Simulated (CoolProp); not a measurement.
Vapour-liquid equilibrium of propane (1) + cyclopropane (2) at 2.11 MPa; x and y are mole fractions of (1).

Values from CoolProp's multi-fluid Helmholtz-energy mixture model, Lemmon 2009 and Polt 1992; pair parameters Bell 2016. This equation is an older, rougher fit; its heat capacities, sound speeds and derivatives of the liquid may be far off and weren't checked against measurements.

```
x     bubble temperature, mixture model (K)  bubble temperature, Raoult's law (K)  y, mixture model  y, Raoult's law
----  -------------------------------------  ------------------------------------  ----------------  ---------------
0.05                                  342.9                                 343.4             0.064            0.062
0.2                                   339.9                                 341.6             0.240            0.238
0.35                                  337.5                                 339.9             0.396            0.402
0.5                                   335.7                                 338.2             0.539            0.556
0.65                                  334.3                                 336.6             0.675            0.700
0.8                                   333.3                                 335.0             0.809            0.834
0.95                                  333.0                                 333.5             0.950            0.960
```

The largest gap from Raoult's law is -2.5 K in bubble temperature, at x = 0.5. No azeotrope shows between x = 0.05 and 0.95.

Pair parameters are fitted to limited data, so mixtures are less certain than the pure fluids.
